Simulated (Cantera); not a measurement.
What does this Cantera script print?

```python
import numpy as np
import cantera as ct

gas_names = [...]  # 91 gases of nasa_gas.yaml made of C, Cl, H
cond_names = """
    C(gr) C6H6(L) C7H8(L) C8H18(L),n-octa
""".split()


# ... load() reads the species with a 1 bar reference pressure and builds the phases ...
atoms = {
    'CH3Cl': {'C': 1, 'H': 3, 'CL': 1},
    'HCl': {'H': 1, 'CL': 1},
    'H2': {'H': 2},
}
top_T = {'C(gr)': 4500}  # K; cautious upper limits of use, not melting points


# ... equilibrate(T, P, feed) seeds the gas with the atoms and calls Mixture.equilibrate('TP', solver="vcs", rtol=1e-11, max_steps=5000) ...
results = []
feed = {'CH3Cl': 1, 'HCl': 0.04, 'H2': 0.046}  # mol
T = 3023.15  # K
P = 8  # Pa
mix = equilibrate(T, P, feed)
results.append((T, P, feed, dict(zip(mix.species_names, mix.species_moles))))
print(gas.report(threshold=1e-05))
for i in range(1, mix.n_phases):
    print(f"{mix.phase(i).name:16s} {mix.phase_moles(i):12.5e} mol")
```

Result:

```
       temperature   3023.2 K
          pressure   8 Pa
           density   3.3676e-06 kg/m^3
  mean mol. weight   10.581 kg/kmol
   phase of matter   gas

                          1 kg             1 kmol
                     ---------------   ---------------
          enthalpy        3.1846e+07        3.3697e+08  J
   internal energy        2.9471e+07        3.1183e+08  J
           entropy             25665        2.7156e+05  J/K
    Gibbs function       -4.5743e+07       -4.8401e+08  J
 heat capacity c_p            2073.2             21936  J/K
 heat capacity c_v            1287.4             13622  J/K

                      mass frac. Y      mole frac. X     chem. pot. / RT
                     ---------------   ---------------   ---------------
                 C           0.13895           0.12241            -5.581
                CH         1.949e-05        1.5841e-05           -24.133
                C2          0.027828          0.012257           -11.162
               C2H          0.000427        0.00018051           -29.714
                C3          0.063513           0.01865           -16.743
                C4        4.7454e-05        1.0451e-05           -22.324
                CL           0.70666           0.21092           -29.819
                 H          0.060386           0.63388           -18.552
               HCL         0.0018874        0.00054777           -48.371
                H2        0.00021331         0.0011196           -37.103
     [  +81 minor]        6.6323e-05        1.3244e-05

C(gr)             0.00000e+00 mol
```

Equilibrium computed with Cantera from the NASA thermochemical tables; the gas is ideal and each condensed phase is pure.
